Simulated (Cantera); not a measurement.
Feed: 1 mol SiH2Cl2, 0.22 mol O3, 180 mol N2, held at 1798.15 K and 2900 Pa.

These are equilibrium values from Cantera (NASA tables, ideal gas, pure condensed phases), not measurements of a reactor. Candidate condensed phases: H2O, NH4Cl, Si, SiO2, Si2N2O, Si3N4; 47 gas species. The tables' values for SiCl3 are old estimates; treat these amounts as uncertain. Equilibrium is a limit: real reactors are often held back by kinetics, nucleation or transport.

Base state: N2 0.985, HCl 0.00696, SiO 0.00361, H2 0.00195, SiCl2 0.00183, Cl 0.000250, H 9.14e-5, SiCl3 2.50e-5 (mole fractions); condensed: gas only.

Problem. What changes in the equilibrium state with this change: SiH2Cl2 replaced by HMDSO?

Solution. 
| species | before | after |
|---|---|---|
| N2 | 0.985 | 0.943 |
| H2 | 0.00195 | 0.0463 |
| CO | 0 | 0.00866 |
| SiO | 0.00361 | 4.78e-5 |
| HCl | 0.00696 | 0 |
| SiCl2 | 0.00183 | 0 |
| HCN | 0 | 0.00127 |
| Cl | 0.000250 | 0 |
| C(graphite), mol | 0 | 2.10 |
| SiC(s), mol | 0 | 1.99 |
The feed counts by its element totals alone. Further candidate phases: C, C6H6, C7H8, C8H18, SiC.

Problem. What changes in the equilibrium state with this change: temperature from 1798.15 K to 1048 K?

Solution. 
```
species                before     after
-------------------  --------  --------
N2                      0.985     0.989
HCl                   0.00696    0.0108
H2                    0.00195  0.000128
SiO                   0.00361     <1e-9
SiCl4                 5.52e-7   6.38e-5
SiCl2                 0.00183   4.58e-9
H                     9.14e-5     <1e-9
Cl                   0.000250   3.94e-8
SiO2(β-quartz), mol         0     0.111
Si2N2O(s), mol              0     0.439
```
N2 is the only nitrogen source here; it is nearly inert below about 1500 K, so the nitride shown seldom forms there in practice. Mutual solubility and eutectic melting of coexisting phases are not modelled.

Problem. What changes in the equilibrium state with this change: SiH2Cl2 replaced by SiCl4?

Solution. 
| species | before | after |
|---|---|---|
| N2 | 0.985 | 0.980 |
| Cl | 0.000250 | 0.0145 |
| SiO | 0.00361 | 0.00256 |
| HCl | 0.00696 | 0 |
| H2 | 0.00195 | 0 |
| H | 9.14e-5 | 0 |
| SiO2(condensed), mol | 0 | 0.0953 |
The tables hold silica as quartz up to 1696 K and as liquid above; real silica turns to tridymite and cristobalite and melts near 1996 K.
